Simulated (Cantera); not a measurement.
A jet of 2.68 % H₂, 9.05 % O₂, 88.3 % N₂, equivalence ratio 0.15 at 300 K and 0.200 bar hits a platinum plate 4.7 cm away at a mass flux of 0.067 kg/m²/s; the plate temperature is set and raised in steps from an oxygen-covered start.

Detailed kinetics in Cantera: Deutschmann's 1995 Pt surface mechanism with GRI-Mech 3.0 gas chemistry. Catalytic surfaces can have several steady states; this one follows from the mechanism file's or the stated starting coverage.

x: mole fraction at the wall; θ: surface coverage.

```
plate T (K)  wall x H₂  wall x O₂  wall x H₂O  wall x OH  θ free Pt   θ O*    θ OH*
-----------  ---------  ---------  ----------  ---------  ---------  -----  -------
600            0.00169     0.0634      0.0489      <1e-8     0.0438  0.947  0.00874
650            0.00168     0.0635      0.0486      <1e-8     0.0461  0.948  0.00586
700            0.00160     0.0636      0.0484      <1e-8     0.0504  0.945  0.00423
750                [?]     0.0634      0.0486      <1e-8        [?]  0.934      [?]
800           0.000973     0.0631      0.0490      <1e-8     0.0913  0.906  0.00305
850                [?]     0.0629      0.0493    1.06e-8        [?]  0.862  0.00282
```

Question: Fill in the missing entries.

Answer: 
- 750, wall x H₂: 0.00134
- 750, θ free Pt: 0.0630
- 750, θ OH*: 0.00341
- 850, wall x H₂: 0.000695
- 850, θ free Pt: 0.135
